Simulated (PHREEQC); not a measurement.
Dissolve 27 mmol/kgw Na2SeO3, 5.7 mmol/kgw H2SO4 and 0.16 mmol/kgw NaCl at 20 °C. It is in equilibrium with CO2 at log p = 0 (atm). Otherwise closed; pH follows from the charge balance.

All values are PHREEQC results (ion-association model, wateq4f.dat), not measurements.

Precipitation was switched off in this run.

**Question.** Order these C species by the share of C that they hold, largest first: CO2, HCO3-, NaHCO3.

**Answer.** CO2 (71 %), HCO3- (28 %), NaHCO3 (0.56 %)

The pH is 5.89 and the ionic strength 0.0585 mol/kgw. Species that the database lacks are ignored.
